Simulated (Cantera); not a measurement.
A freely propagating, adiabatic, planar premixed flame of CH4 : C2H6 : O2 : N2 = 1 : 0.3 : 3.05 : 11.5 (molar parts), equivalence ratio 1.0, unburnt at 450 K and 203 Torr; mixture-averaged transport, grid criteria slope 0.08 and curve 0.16, no radiation.

Detailed kinetics in Cantera: GRI-Mech 3.0 (53 species, 325 reactions). Burning velocities carry a grid error of a few per cent, more on coarse grids.

### Question
How do the results move with these cheaper or finer settings: unity-Lewis-number transport; multicomponent transport; multicomponent+Soret transport; grid criteria slope 0.5, curve 1; grid criteria slope 0.25, curve 0.5; grid criteria slope 0.03, curve 0.06?

### Answer
```json
[
 {"setting": "as above", "laminar burning velocity": "99.4 cm/s", "thermal thickness": "1.11 mm", "peak x(CH3)": "0.00358", "peak x(H2)": "0.0260", "grid points": "156"},
 {"setting": "unity-Lewis-number transport", "laminar burning velocity": "68.1 cm/s", "thermal thickness": "1.35 mm", "peak x(CH3)": "0.00242", "peak x(H2)": "0.0243", "grid points": "147"},
 {"setting": "multicomponent transport", "laminar burning velocity": "99.5 cm/s", "thermal thickness": "1.12 mm", "peak x(CH3)": "0.00360", "peak x(H2)": "0.0262", "grid points": "157"},
 {"setting": "multicomponent+Soret transport", "laminar burning velocity": "98.4 cm/s", "thermal thickness": "1.12 mm", "peak x(CH3)": "0.00351", "peak x(H2)": "0.0249", "grid points": "156"},
 {"setting": "grid criteria slope 0.5, curve 1", "laminar burning velocity": "108 cm/s", "thermal thickness": "1.22 mm", "peak x(CH3)": "0.00340", "peak x(H2)": "0.0262", "grid points": "50"},
 {"setting": "grid criteria slope 0.25, curve 0.5", "laminar burning velocity": "103 cm/s", "thermal thickness": "1.15 mm", "peak x(CH3)": "0.00353", "peak x(H2)": "0.0261", "grid points": "69"},
 {"setting": "grid criteria slope 0.03, curve 0.06", "laminar burning velocity": "98.2 cm/s", "thermal thickness": "1.10 mm", "peak x(CH3)": "0.00357", "peak x(H2)": "0.0258", "grid points": "378"}
]
```
The base run took about 60 core-seconds (a rough figure).
Unity Lewis numbers drop preferential diffusion, which matters most where H2 and H carry the flame; Soret adds thermal diffusion.
